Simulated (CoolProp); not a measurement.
Properties of decamethyltetrasiloxane (MD2M) along the isobar 0.301 MPa.

The numbers come from the reference Helmholtz-energy equation of state, Thol 2017 in CoolProp.

| T (K) | phase | density (kg/m³) | cp (kJ/(kg K)) | Joule-Thomson coefficient (K/MPa) |
|---|---|---|---|---|
| 281.8 | liquid | 865.3 | [?] | -0.4630 |
| 300.3 | liquid | 846.9 | 1.730 | -0.4422 |
| 318.8 | liquid | 828.5 | 1.775 | -0.4200 |
| 337.4 | liquid | 810.0 | 1.820 | [?] |
| 355.9 | liquid | 791.4 | 1.864 | -0.3699 |
| 374.4 | liquid | 772.6 | 1.907 | -0.3407 |
| 393 | liquid | [?] | 1.949 | -0.3071 |
| 411.5 | liquid | 733.5 | 1.989 | -0.2678 |
| 430 | liquid | 713.0 | 2.030 | -0.2202 |
| 448.5 | liquid | 691.6 | [?] | -0.1607 |
| 467.1 | liquid | 668.9 | 2.111 | -0.08341 |
| 485.6 | liquid | 644.6 | 2.153 | 0.01991 |
| 504.1 | liquid | [?] | 2.199 | 0.1665 |
| 522.7 | gas | [?] | 1.954 | 17.61 |
| 541.2 | gas | [?] | 1.977 | 14.84 |
| 559.7 | gas | 22.84 | 2.001 | 12.80 |

### Question
Complete the blanks.

### Answer

- 281.8, cp (kJ/(kg K)): 1.685
- 337.4, Joule-Thomson coefficient (K/MPa): -0.3960
- 393, density (kg/m³): 753.3
- 448.5, cp (kJ/(kg K)): 2.070
- 504.1, density (kg/m³): 618.1
- 522.7, density (kg/m³): 25.68
- 541.2, density (kg/m³): 24.13
